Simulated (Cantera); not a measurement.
A freely propagating, adiabatic, planar premixed flame of CH₄ : C₂H₆ : O₂ : N₂ = 1 : 1.3 : 5.04 : 18.9 (molar parts), unburnt at 600 K and 4.44 atm; mixture-averaged transport, grid criteria slope 0.08 and curve 0.16, no radiation.

Detailed kinetics in Cantera: GRI-Mech 3.0 (53 species, 325 reactions). Burning velocities carry a grid error of a few per cent, more on coarse grids.

x: mole fraction of selected species; z is measured from the peak of heat release.

```
z (mm)        T (K)  u (m/s)     x CH₄    x C₂H₆      x O₂    x N₂O    x CH₂        x NO
-------  ----------  -------  --------  --------  --------  -------  -------  ----------
-0.298          600    0.783    0.0380    0.0494     0.192    <1e-8    <1e-8       <1e-8
-0.199          605    0.792    0.0377    0.0492     0.190    <1e-8    <1e-8     1.15e-8
-0.149          621    0.817    0.0372    0.0488     0.188    <1e-8    <1e-8  (withheld)
-0.0993  (withheld)    0.958    0.0348    0.0464     0.178    <1e-8    <1e-8  (withheld)
-0.0496        1170     1.61    0.0258    0.0290     0.131  2.40e-8  7.11e-8     7.09e-6
-0.0248        1579     2.22    0.0169   0.00988    0.0849  5.50e-8  7.00e-6     1.77e-5
0              1944     2.78   0.00630  0.000494    0.0392  8.60e-8  7.33e-5     3.42e-5
0.0248         2125     3.04   0.00110   3.87e-6    0.0141  8.86e-8  6.25e-5     5.97e-5
0.0496         2186     3.12  0.000147   5.66e-8   0.00507  7.98e-8  1.57e-5     8.43e-5
0.0993         2223     3.16   3.82e-6     <1e-8   0.00125  6.24e-8  5.51e-7    0.000110
0.199          2255     3.20   2.11e-8     <1e-8  0.000489  4.60e-8    <1e-8    0.000124
0.397          2282     3.23     <1e-8     <1e-8  0.000212  3.31e-8    <1e-8    0.000130
0.794          2299     3.25     <1e-8     <1e-8   8.08e-5  2.35e-8    <1e-8    0.000132
```

Fill in the missing entries.


- -0.149, x NO: 5.52e-8
- -0.0993, T (K): 718
- -0.0993, x NO: 5.08e-7
